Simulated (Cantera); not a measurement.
Feed: 1 mol Fe, 3 mol H2S, 30 mol N2, held at 752 °C and 89.0 mbar.

Method: chemical equilibrium by Gibbs-energy minimisation in Cantera with the NASA 1993 tables (ideal gas, pure condensed phases). Candidate condensed phases: Fe, FeS, FeS2, S; 16 gas species. FeS: taken at fixed stoichiometry. Gases not in the tables: S3 to S7. Kinetics and transport are ignored.

Base state: N2 0.907, H2S 0.0554, H2 0.0353, S2 0.00254 (mole fractions); condensed: FeS(s).

What changes in the equilibrium state with this change: temperature from 752 °C to 800 °C?


| species | before | after |
|---|---|---|
| N2 | 0.907 | 0.905 |
| H2S | 0.0554 | 0.0512 |
| H2 | 0.0353 | 0.0393 |
| S2 | 0.00254 | 0.00454 |
| SH | 9.66e-6 | 2.02e-5 |
| FeS(s), mol | 1.00 | 1.00 |
